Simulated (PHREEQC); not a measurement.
Solution (25 °C): 0.018 mol NaBr, 0.17 mol Na2SO4 and 0.03 mol NaCl per kg of water. Closed to the air; pH follows from the charge balance.

Computed with PHREEQC (ion-association model, phreeqc.dat).

```json
[
 {"quantity": "ionic strength (mol/kgw)", "before": "0.466", "after": "0.468"},
 {"quantity": "Na+ (mol/kgw)", "before": "0.342", "after": "0.343"},
 {"quantity": "NaSO4- (mol/kgw)", "before": "0.0462", "after": "0.0449"},
 {"quantity": "HSO4- (mol/kgw)", "before": "1.99e-7", "after": "1.18e-7"},
 {"quantity": "SI of Halite (NaCl)", "before": "-3.89", "after": "-3.87"}
]
```

Question: Name the change that produced these shifts.
A) NaBr from 0.018 to 0.0198 mol/kgw
B) Na2SO4 replaced by Li2SO4 at the same molality
C) temperature from 25 to 90 °C
D) temperature from 25 to 15 °C
E) NaCl from 0.03 to 0.003 mol/kgw

Answer: D, temperature from 25 to 15 °C

No solid was allowed to form.
